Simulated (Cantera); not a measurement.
Charge: 1 mol CuO, 100 mol H2, equilibrated at 1075 °C and 0.140 bar.

Cantera equilibrium calculation (NASA polynomials, part measured and part estimated; ideal gas, pure solids and liquids). Candidate condensed phases: Cu, CuO, Cu(OH)2, Cu2O, H2O; 12 gas species. Equilibrium is a limit: real reactors are often held back by kinetics, nucleation or transport.

Base state: H2 0.990, H2O 0.01000 (mole fractions); condensed: Cu(s).

**Question.** What changes in the equilibrium state with this change: CuO replaced by V2O5?

**Answer.** 
```
species        before   after
------------  -------  ------
H2              0.990   0.980
H2O           0.01000  0.0200
Cu(s), mol      1.000       0
V2O3(s), mol        0    1.00
```
Condensed phases not in the tables: the oxides between V2O3 and V2O5 other than VO2. Further candidate phases: V, VO, V2O3, V2O4, V2O5.
